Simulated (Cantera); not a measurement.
Charge: 1 mol BCl3, a varied amount of H2O, 38 mol N2, equilibrated at 10.0 mbar.

Cantera equilibrium calculation (NASA polynomials, part measured and part estimated; ideal gas, pure solids and liquids). Candidate condensed phases: B, BN, B2O3, B3O3H3, H2O, NH4Cl; 49 gas species. N2 is the only nitrogen source here; it is nearly inert below about 1500 K, so the nitride shown seldom forms there in practice. Mutual solubility and eutectic melting of coexisting phases are not modelled. The tables' values for BCl2 are old estimates. Gases not in the tables: H3BO3. Kinetics and transport are ignored.

Stable condensed phases, one row left out:

```
T in °C \ n(H2O) in mol
         0.33  0.4 0.49  0.6 0.73 0.89  1.1  1.3  1.6    2  2.4    3
   1352     A    A    A    A    B    B    B    B    B    B    B    B
   1302     A    A    A    A    B    B    B    B    B    B    B    B
   1252     A    A    A    A    B    B    C    C    C    B    B    B
   1202     A    A    A    A    B    C    C    C    C    C    C    B
   1152     A    A    A    A    C    C    C    C    C    C    C    C
   1102     A    A    A    D    C    C    C    C    C    C    C    C
   1052     A    A    A    D    C    C    C    C    C    C    C    C
    952     A    A    C    C    C    C    C    C    C    C    C    C
    902     B    B    C    C    C    C    C    C    C    C    C    C
    852     B    B    C    C    C    C    C    C    C    C    C    C
    802     B    B    C    C    C    C    C    C    C    C    C    C
    752     B    C    C    C    C    C    C    C    C    C    C    C
```

A: BN; B: gas only; C: B2O3; D: BN + B2O3.

**Question.** Give the row for 1002 °C.

**Answer.** 0.33: BN; 0.4: BN; 0.49: BN + B2O3; 0.6: B2O3; 0.73: B2O3; 0.89: B2O3; 1.1: B2O3; 1.3: B2O3; 1.6: B2O3; 2: B2O3; 2.4: B2O3; 3: B2O3.
